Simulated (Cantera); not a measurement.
Input: 1 mol Si₂H₆, 8.8 mol O₃, 0.34 mol N₂O, at 1.00 Torr.

Equilibrium computed with Cantera from the NASA thermochemical tables; the gas is ideal and each condensed phase is pure. Candidate condensed phases: H₂O, Si, SiO₂, Si₂N₂O, Si₃N₄; 35 gas species. The feed counts by its element totals alone. The tables hold silica as quartz up to 1696 K and as liquid above; real silica turns to tridymite and cristobalite and melts near 1996 K. Rates play no part.

x: gas mole fraction; n: condensed amount in mol.

```
T (°C)   x O₂  x H₂O    x N₂        x NO      x OH       x O  n SiO₂(α-quartz)  n SiO₂(β-quartz)
------  -----  -----  ------  ----------  --------  --------  ----------------  ----------------
377     0.747  0.227  0.0257  (withheld)  3.43e-11    <1e-12              2.00                 0
427     0.747  0.227  0.0257  (withheld)  2.91e-10    <1e-12              2.00                 0
477     0.747  0.227  0.0257  (withheld)   1.86e-9    <1e-12              2.00                 0
527     0.747  0.227  0.0257  (withheld)   9.45e-9  1.89e-12              2.00                 0
577     0.747  0.227  0.0257  (withheld)   3.97e-8  1.76e-11                 0              2.00
627     0.747  0.227  0.0257  (withheld)   1.42e-7  1.27e-10                 0              2.00
677     0.747  0.227  0.0257  (withheld)   4.45e-7  7.52e-10                 0              2.00
727     0.747  0.227  0.0257  (withheld)   1.25e-6   3.72e-9                 0              2.00
777     0.747  0.227  0.0257  (withheld)   3.16e-6   1.58e-8                 0              2.00
827     0.747  0.227  0.0257  (withheld)   7.36e-6   5.91e-8                 0              2.00
877     0.747  0.227  0.0257  (withheld)   1.60e-5   1.97e-7                 0              2.00
927     0.747  0.227  0.0257  (withheld)   3.24e-5   5.93e-7                 0              2.00
```

Question: What belongs in the gaps?

Answer: 
- 377, x NO: 2.87e-8
- 427, x NO: 9.60e-8
- 477, x NO: 2.73e-7
- 527, x NO: 6.83e-7
- 577, x NO: 1.53e-6
- 627, x NO: 3.14e-6
- 677, x NO: 5.98e-6
- 727, x NO: 1.07e-5
- 777, x NO: 1.80e-5
- 827, x NO: 2.90e-5
- 877, x NO: 4.47e-5
- 927, x NO: 6.66e-5
